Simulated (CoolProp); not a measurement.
Model: reference Helmholtz-energy equation of state, Lemmon 2022, in CoolProp.

### Question
For R1234yf, give the phase and the density (kg/m³), cp (kJ/(kg K)), speed of sound (m/s), Joule-Thomson coefficient (K/MPa) at 385.3 K and 84.6 bar; 385.3 K and 169 bar.

### Answer
- 385.3 K and 84.6 bar: supercritical; density 801, cp 1.69, speed of sound 240, Joule-Thomson coefficient 1.18
- 385.3 K and 169 bar: supercritical; density 934, cp 1.45, speed of sound 373, Joule-Thomson coefficient 0.193
